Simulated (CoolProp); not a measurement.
Vapour-liquid equilibrium of n-heptane (1) + o-xylene (2) at 324.8 K; x and y are mole fractions of (1).

The numbers come from the multi-fluid Helmholtz-energy mixture model, Span 2003 and Zhou 2012; pair parameters Bell 2016 in CoolProp.

```tsv
x	bubble pressure, mixture model (kPa)	bubble pressure, Raoult's law (kPa)	y, mixture model	y, Raoult's law
0.05	4.986	4.521	0.294	0.223
0.125	6.710	5.758	0.513	0.438
0.2	8.233	6.996	0.632	0.577
0.275	?	8.233	0.709	0.675
0.35	?	9.470	0.764	0.746
0.425	12.02	10.71	0.807	0.802
0.5	13.12	11.94	0.841	0.845
0.575	14.19	13.18	0.871	0.881
0.65	15.24	14.42	0.897	0.910
0.725	16.27	15.66	0.921	0.935
0.8	?	16.89	0.944	0.956
0.875	18.37	18.13	0.965	0.975
0.95	19.45	19.37	0.986	0.990
```

Question: What belongs in the gaps?

Answer: 
- 0.275, bubble pressure, mixture model (kPa): 9.601
- 0.35, bubble pressure, mixture model (kPa): 10.85
- 0.8, bubble pressure, mixture model (kPa): 17.31

The largest gap from Raoult's law is +17.7 % in bubble pressure, at x = 0.2. No azeotrope shows between x = 0.05 and 0.95.

The pair parameters rest on a limited set of measurements; away from them the model extrapolates.
